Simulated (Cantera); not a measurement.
A freely propagating, adiabatic, planar premixed flame of H2 : O2 : N2 = 1 : 0.455 : 1.71 (molar parts), unburnt at 350 K and 383 Torr; mixture-averaged transport, grid criteria slope 0.08 and curve 0.16, no radiation.

Detailed kinetics in Cantera: the H2/O2 subset of GRI-Mech 3.0, which has no nitrogen chemistry. Burning velocities carry a grid error of a few per cent, more on coarse grids.

How do the results move with these cheaper or finer settings: unity-Lewis-number transport; multicomponent transport; multicomponent+Soret transport; grid criteria slope 0.5, curve 1; grid criteria slope 0.25, curve 0.5; grid criteria slope 0.03, curve 0.06?


```csv
setting,laminar burning velocity,thermal thickness,peak x(H2O2),peak x(O),grid points
as above,313 cm/s,0.903 mm,7.49e-5,0.0105,125
unity-Lewis-number transport,203 cm/s,0.738 mm,2.01e-5,0.0107,111
multicomponent transport,306 cm/s,0.898 mm,7.61e-5,0.0104,125
multicomponent+Soret transport,286 cm/s,0.877 mm,7.61e-5,0.0104,125
"grid criteria slope 0.5, curve 1",337 cm/s,1.15 mm,5.43e-5,0.0105,38
"grid criteria slope 0.25, curve 0.5",320 cm/s,0.981 mm,6.44e-5,0.0107,64
"grid criteria slope 0.03, curve 0.06",311 cm/s,0.887 mm,7.81e-5,0.0105,279
```
Unity Lewis numbers drop preferential diffusion, which matters most where H2 and H carry the flame; Soret adds thermal diffusion.
